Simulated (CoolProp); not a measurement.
m-xylene along the isobar 5200 kPa: density (kg/m³) from the reference equation and from simpler models built on Tc = 343.7 °C, pc = 3535 kPa, ω = 0.326; each cubic takes its own stable root.

The numbers come from the reference Helmholtz-energy equation of state, Zhou 2012 in CoolProp.

```tsv
T (°C)	phase	reference	van der Waals	Redlich-Kwong	Peng-Robinson
114.25	liquid	786.2	457.3	661.4	773.4
137.55	liquid	764.7	447.0	642.2	753.8
160.75	liquid	742.4	436.3	621.8	732.3
184.05	liquid	719.1	424.8	600.0	708.6
207.25	liquid	694.4	412.7	576.6	682.3
230.55	liquid	667.9	399.6	551.3	652.7
253.85	liquid	638.8	385.4	523.6	619.2
277.05	liquid	606.4	370.0	493.3	580.8
300.35	liquid	568.6	352.6	458.9	535.5
323.55	liquid	522.3	332.9	419.3	480.3
346.85	supercritical	459.5	309.3	370.9	408.2
```
